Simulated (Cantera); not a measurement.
Input: 1 mol SiH4, 0.28 mol CH4, 78 mol H2, equilibrated at 2548.15 K.

Method: chemical equilibrium by Gibbs-energy minimisation in Cantera with the NASA 1993 tables (ideal gas, pure condensed phases). Candidate condensed phases: C, C6H6, C7H8, C8H18, Si, SiC; 87 gas species. Gases not in the tables: Si2H6 and higher silanes. Kinetics and transport are ignored.

At 750 Torr, list the 5 most abundant gas species with their mole fractions, and the condensed phases.

H2 0.958, H 0.0303, Si 0.00659, SiH 0.00159, SiH2 0.00113. Condensed: SiC(s).
